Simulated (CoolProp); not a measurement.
Ammonia at 298.15 K and 0.651 MPa is throttled through a valve to 0.159 MPa with no heat exchange. Each further row changes one setting.

Values from CoolProp's reference Helmholtz-energy equation of state, Gao 2020.

```tsv
case	temperature change (K)	final density (kg/m³)
as stated	-14.8	1.17
outlet pressure 0.0477 MPa	-18.7	0.352
outlet pressure 0.207 MPa	-13.2	1.53
```
